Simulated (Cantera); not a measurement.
A closed system holds: 1 mol Si3N4, a varied amount of H2O, at 0.133 bar.

Equilibrium computed with Cantera from the NASA thermochemical tables; the gas is ideal and each condensed phase is pure. Candidate condensed phases: H2O, Si, SiO2, Si2N2O, Si3N4; 35 gas species. Mutual solubility and eutectic melting of coexisting phases are not modelled. Rates play no part.

Stable condensed phases, one row left out:

```
T in °C \ n(H2O) in mol
         0.31 0.36 0.41 0.46 0.53 0.61 0.69 0.79  0.9    1  1.2  1.3  1.5
   1752     A    B    B    B    B    B    B    B    B    B    B    B    B
   1677     C    C    C    C    C    C    C    B    B    B    B    B    B
   1602     D    D    D    D    D    D    D    D    D    D    D    D    D
   1527     D    D    D    D    D    D    D    D    D    D    D    D    D
   1377     D    D    D    D    D    D    D    D    D    D    D    D    E
   1302     D    D    D    D    D    D    D    D    D    D    D    D    E
   1227     D    D    D    D    D    D    D    D    D    D    D    D    E
   1152     D    D    D    D    D    D    D    D    D    D    D    D    E
```

A: Si; B: Si + Si2N2O; C: Si + Si2N2O + Si3N4; D: Si2N2O + Si3N4; E: Si2N2O.

Question: Give the row for 1452 °C.

Answer: 0.31: Si2N2O + Si3N4; 0.36: Si2N2O + Si3N4; 0.41: Si2N2O + Si3N4; 0.46: Si2N2O + Si3N4; 0.53: Si2N2O + Si3N4; 0.61: Si2N2O + Si3N4; 0.69: Si2N2O + Si3N4; 0.79: Si2N2O + Si3N4; 0.9: Si2N2O + Si3N4; 1: Si2N2O + Si3N4; 1.2: Si2N2O + Si3N4; 1.3: Si2N2O + Si3N4; 1.5: Si2N2O + Si3N4.
